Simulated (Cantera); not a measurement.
An isothermal, constant-pressure homogeneous reactor starts with 14.5 % NH3, 85.5 % H2, at 1898 K and 760 Torr.

Model: the gas-phase N/H chemistry of the illustrative SiF4/NH3 mechanism in the Surface Chemkin manual (1991), integrated in Cantera. Walls and surfaces, which speed up NH3 decomposition in real reactors, are not modelled.

x: mole fraction; the columns are a selection and need not sum to one.

```
t (s)       x NH3   x H2     x NH2     x NH    x N2H2
--------  -------  -----  --------  -------  --------
3.00e-5     0.145  0.855   9.69e-6        ?  3.09e-10
9.76e-5     0.145  0.855   3.13e-5        ?   3.96e-9
0.000318    0.145  0.855   9.56e-5        ?   5.27e-8
0.00103     0.144  0.855  0.000180  3.14e-6   2.53e-7
0.00337     0.143  0.856  0.000185  3.35e-6   2.72e-7
0.0110      0.137  0.859  0.000179  3.29e-6   2.57e-7
0.0357      0.121  0.868  0.000163  3.11e-6   2.16e-7
0.116      0.0831  0.889  0.000124        ?   1.28e-7
0.378      0.0331  0.917   5.99e-5        ?   3.30e-8
1.23      0.00759  0.932   1.64e-5        ?   2.71e-9
4.00      0.00181  0.935   4.07e-6        ?  1.72e-10
```

### Question
Complete the blanks.

### Answer

- 3.00e-5, x NH: 9.03e-9
- 9.76e-5, x NH: 9.55e-8
- 0.000318, x NH: 8.90e-7
- 0.116, x NH: 2.59e-6
- 0.378, x NH: 1.54e-6
- 1.23, x NH: 5.04e-7
- 4.00, x NH: 1.31e-7
